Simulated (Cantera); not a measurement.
What does this Cantera script print?

```python
import numpy as np
import cantera as ct

gas = ct.Solution("gri30.yaml")
gas.TPX = 1375, 76000, {'H2': 0.38, 'O2': 1, 'N2': 0.77}
reactor = ct.IdealGasConstPressureReactor(gas, energy="off", clone=False)
net = ct.ReactorNet([reactor])
net.rtol, net.atol = 1e-08, 1e-18
show = ['H2', 'O2', 'N2O', 'O', 'H2O2']
times = np.geomspace(0.0004, 80, 15)

steps = ct.SolutionArray(gas, extra=["t"])
rows = []
print(f"{'t/s':>10s}{'T/K':>9s}{'P/Pa':>11s}" + "".join(f"{s:>11s}" for s in show))
for t in times:
    while net.time < t:
        t_next = net.step()
        steps.append(gas.state, t=t_next)
    rows.append([np.interp(t, steps.t, y) for y in (steps.T, steps.P, *steps(*show).X.T)])
    print(f"{t:10.3e}{rows[-1][0]:9.1f}{rows[-1][1]:11.4g}" + "".join(f"{x:11.3e}" for x in rows[-1][2:]))
rate = np.gradient(steps.T, steps.t)
print("integrator steps:", len(steps.t))
if steps.T.max() > steps.T[0] + 200:
    print(f"time of steepest temperature rise: {steps.t[rate.argmax()]:.4e} s")
gas.TPX = 1375, 76000, {'H2': 0.38, 'O2': 1, 'N2': 0.77}
gas.equilibrate("TP")
print(f"equilibrium (TP): T = {gas.T:.1f} K  " + "  ".join(f"{s} {gas[s].X[0]:.3e}" for s in show))
```

Result:

```
       t/s      T/K       P/Pa         H2         O2        N2O          O       H2O2
 4.000e-04   1375.0    7.6e+04  2.218e-05  4.130e-01  2.007e-07  6.558e-05  5.034e-07
 9.565e-04   1375.0    7.6e+04  4.834e-06  4.132e-01  2.059e-07  1.772e-05  2.006e-07
 2.287e-03   1375.0    7.6e+04  1.354e-06  4.132e-01  2.080e-07  5.727e-06  8.294e-08
 5.470e-03   1375.0    7.6e+04  4.611e-07  4.132e-01  2.063e-07  2.102e-06  3.586e-08
 1.308e-02   1375.0    7.6e+04  1.930e-07  4.132e-01  1.975e-07  8.979e-07  1.735e-08
 3.128e-02   1375.0    7.6e+04  1.178e-07  4.132e-01  1.750e-07  5.313e-07  1.126e-08
 7.480e-02   1375.0    7.6e+04  1.068e-07  4.132e-01  1.309e-07  4.739e-07  1.029e-08
 1.789e-01   1375.0    7.6e+04  1.065e-07  4.132e-01  7.082e-08  4.726e-07  1.027e-08
 4.278e-01   1375.0    7.6e+04  1.065e-07  4.132e-01  3.092e-08  4.724e-07  1.026e-08
 1.023e+00   1375.0    7.6e+04  1.065e-07  4.132e-01  2.467e-08  4.724e-07  1.026e-08
 2.446e+00   1375.0    7.6e+04  1.065e-07  4.132e-01  2.462e-08  4.724e-07  1.026e-08
 5.850e+00   1375.0    7.6e+04  1.065e-07  4.132e-01  2.462e-08  4.724e-07  1.026e-08
 1.399e+01   1375.0    7.6e+04  1.065e-07  4.132e-01  2.462e-08  4.724e-07  1.026e-08
 3.345e+01   1375.0    7.6e+04  1.065e-07  4.132e-01  2.462e-08  4.724e-07  1.026e-08
 8.000e+01   1375.0    7.6e+04  1.065e-07  4.132e-01  2.462e-08  4.724e-07  1.026e-08
integrator steps: 1462
equilibrium (TP): T = 1375.0 K  H2 1.065e-07  O2 4.129e-01  N2O 2.465e-08  O 4.722e-07  H2O2 1.026e-08
```

Detailed kinetics in Cantera: GRI-Mech 3.0 (53 species, 325 reactions). The temperature is held fixed by assumption; the heat of reaction is taken as removed at once.
